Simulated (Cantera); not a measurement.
Charge: 1 mol Si2Cl6, 0.0049 mol Cl2, 29 mol N2, equilibrated at 1000 Pa.

Equilibrium computed with Cantera from the NASA thermochemical tables; the gas is ideal and each condensed phase is pure. Candidate condensed phases: Si, Si3N4; 13 gas species. The feed counts by its element totals alone. N2 is the only nitrogen source here; it is nearly inert below about 1500 K, so the nitride shown seldom forms there in practice. Equilibrium is a limit: real reactors are often held back by kinetics, nucleation or transport.

Over these rows the condensed part is Si3N4(s). Partial pressures as log10 of bar:

```tsv
T (K)	1000/T (1/K)	log p SiCl2	log p N2	log p SiCl4
948	1.0549	-8.49	-2.02	-3.30
998	1.0020	-7.71	-2.02	-3.30
1048	0.9542	-7.00	-2.02	-3.30
1098	0.9107	?	-2.02	-3.31
1148	0.8711	-5.79	-2.02	-3.31
1198	0.8347	-5.26	-2.02	-3.32
```

**Question.** Fit log p(SiCl2) = a + b·(1000/T) to the five rows, give the apparent enthalpy, and predict the row at 1098 K.

**Answer.** Means: 1000/T = 0.9434, log p = -6.850. Sxy = -0.484347, Sxx = 0.0330258, so b = -14.67 and a = -6.850 − (-14.67)×0.9434 = 6.99.
Apparent enthalpy: −19.145 × (-14.67) = 281 kJ/mol. With the condensed phases at unit activity, 1/6 Si3N4(s) + 1/2 SiCl4(g) = SiCl2(g) + 1/3 N2(g) links this pressure to the main gases: over the six rows their terms move log p by -0.01 in all, so the slope is close to that reaction's ΔH°. The five rows lie within 0.01 of the line.
Prediction at 1098 K: 6.99 + (-14.67)×0.9107 = -6.37. The computed value is -6.37, 0.00 from the line.
